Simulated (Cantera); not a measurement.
Feed: 1 mol Si3N4, 2.8 mol H2O, 2.1 mol H2, 0.18 mol CO2, held at 2023.15 K and 1.80e-5 bar.

These are equilibrium values from Cantera (NASA tables, ideal gas, pure condensed phases), not measurements of a reactor. Candidate condensed phases: C, C6H6, C7H8, C8H18, H2O, Si, SiC, SiO2, Si2N2O, Si3N4; 151 gas species. Kinetics and transport are ignored.

Base state: H2 0.303, SiO 0.259, H 0.247, N2 0.174, CO 0.0157, Si 0.00174 (mole fractions); condensed: gas only.

Q: What changes in the equilibrium state with this change: pressure from 1.80e-5 bar to 1 atm?

A: 
| species | before | after |
|---|---|---|
| H2 | 0.303 | 0.685 |
| N2 | 0.174 | 0.176 |
| SiO | 0.259 | 0.112 |
| H | 0.247 | 0.00156 |
| CO | 0.0157 | 0.0252 |
| HCN | 2.02e-8 | 1.68e-5 |
| Si | 0.00174 | 4.57e-6 |
| H2O | 1.67e-6 | 0.000621 |
| SiO2(l), mol | 0 | 0.717 |
| Si2N2O(s), mol | 0 | 0.742 |
Mutual solubility and eutectic melting of coexisting phases are not modelled. The tables hold silica as quartz up to 1696 K and as liquid above; real silica turns to tridymite and cristobalite and melts near 1996 K.

Q: What changes in the equilibrium state with this change: temperature from 2023.15 K to 1600 K?

A: 
| species | before | after |
|---|---|---|
| H2 | 0.303 | 0.480 |
| SiO | 0.259 | 0.294 |
| N2 | 0.174 | 0.198 |
| H | 0.247 | 0.00887 |
| CO | 0.0157 | 0.0178 |
| SiH | 2.61e-6 | 1.24e-5 |
| Si | 0.00174 | 0.00194 |
